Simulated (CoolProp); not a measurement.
Computed with CoolProp (reference Helmholtz-energy equation of state, Span 1996).

For carbon dioxide, give the phase and the cp (kJ/(kg K)) at 885.8 K and 3390 kPa; 911.7 K and 33.8 kPa.


- 885.8 K and 3390 kPa: gas; cp 1.21
- 911.7 K and 33.8 kPa: gas; cp 1.21
